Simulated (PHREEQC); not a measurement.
Make-up at 25 °C: 0.0011 mol NaH2PO4 and 0.00099 mol NaOH per kg of water. Closed to the air; pH follows from the charge balance.

Computed with PHREEQC (ion-association model, wateq4f.dat).

Precipitation was switched off in this run.

### Question
Order these P species by the share of P that they hold, largest first: HPO4-2, H2PO4-, NaHPO4-.

### Answer
HPO4-2 (90 %), H2PO4- (10 %), NaHPO4- (0.29 %)

The pH is 8.08 and the ionic strength 0.00307 mol/kgw. H3PO4, which wateq4f.dat lacks, is added to it with the constant of phreeqc.dat.
